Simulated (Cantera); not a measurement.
**Ammonia decomposition in nitride growth gas**

An isothermal, constant-pressure homogeneous reactor starts with NH3 : N2 = 5.2 : 12 (molar parts), at 2350 K and 0.395 atm.

Computed with Cantera and the gas-phase N/H chemistry of the illustrative SiF4/NH3 mechanism in the Surface Chemkin manual (1991). Walls and surfaces, which speed up NH3 decomposition in real reactors, are not modelled.

```tsv
t (s)	x NH3	x NH	x H2	x N2	x NH2	x N2H2
3.00e-5	0.300	1.73e-5	0.00109	0.697	0.00180	1.70e-6
0.000115	0.293	5.26e-5	0.00771	0.696	0.00344	7.95e-6
0.000438	0.267	7.01e-5	0.0380	0.692	0.00280	7.13e-6
0.00168	0.191	7.91e-5	0.127	0.680	0.00187	4.51e-6
0.00641	0.0599	5.92e-5	0.278	0.660	0.000783	1.18e-6
0.0245	0.000611	1.13e-5	0.344	0.650	3.29e-5	7.58e-9
0.0936	3.46e-6	2.65e-7	0.340	0.648	3.77e-7	3.42e-12
0.358	9.11e-7	6.97e-8	0.340	0.648	9.93e-8	1.76e-12
1.37	7.88e-7	6.03e-8	0.340	0.648	8.59e-8	1.73e-12
5.23	7.88e-7	6.03e-8	0.340	0.648	8.59e-8	1.73e-12
20.0	7.88e-7	6.03e-8	0.340	0.648	8.59e-8	1.73e-12
```
x: mole fraction; the columns are a selection and need not sum to one.

Equilibrium at this temperature and pressure: NH3 7.88e-7, NH 6.03e-8, H2 0.340, N2 0.648, NH2 8.59e-8, N2H2 1.73e-12 (gas phase only).
